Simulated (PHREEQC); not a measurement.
**City or well water (model solution)**

Model water analysis in mg/L, 25 °C, pH 6.89, pe 1.2:

```
constituent         mg/L
------------------  ----
Na                  26.7
K                   1.48
Ca                  79.7
Mg                  21.9
Cl                   151
S(6) as SO4         10.8
Alkalinity as HCO3   161
F                   1.28
```

Valence states are taken as typed.

Model: ion-association model, phreeqc.dat, run in PHREEQC.

No solid was allowed to form.

### Question
Estimate the specific conductance.

### Answer
specific conductance 762 µS/cm.

### Question
In which forms is Mg present?

### Answer
Mg+2 97 %, MgHCO3+ 2.0 %, MgSO4 0.9 % of the Mg.

Complexes and solids missing from the database can't appear.
